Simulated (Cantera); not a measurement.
Charge: 1 mol CF₄, 0.14 mol H₂, at 26.0 Pa.

Method: chemical equilibrium by Gibbs-energy minimisation in Cantera with the NASA 1993 tables (ideal gas, pure condensed phases). Candidate condensed phases: C, C₆H₆, C₇H₈, C₈H₁₈; 95 gas species. Gases not in the tables: C₂F₆ and larger saturated fluorocarbons. Rates play no part.

Task: What share of the C ends up in condensed phases as a function of T (K), at 1623, 1723, 1823, 1923, 2023, 2123, 2223, 2323?

Result: 
```csv
T (K),C condensed (%),as
1623,6.4,C(graphite)
1723,5.1,C(graphite)
1823,2.1,C(graphite)
1923,0.0,-
2023,0.0,-
2123,14.5,C(graphite)
2223,44.3,C(graphite)
2323,65.5,C(graphite)
```
